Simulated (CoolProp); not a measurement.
Vapour-liquid equilibrium of n-hexane (1) + benzene (2) at 32.05 °C; x and y are mole fractions of (1).

The numbers come from the multi-fluid Helmholtz-energy mixture model, Thol 2019 and Thol 2012; pair parameters Bell 2016 in CoolProp.

Give the bubble pressure and the first vapour's composition at x = 0.25, 0.35, 0.85. Is there an azeotrope?

x = 0.25: 23.07 kPa, y = 0.405; x = 0.35: 24.31 kPa, y = 0.490; x = 0.85: 27.15 kPa, y = 0.857. y crosses x between x = 0.85 and 0.95: the model has an azeotrope there.

Pair parameters are fitted to limited data, so mixtures are less certain than the pure fluids.
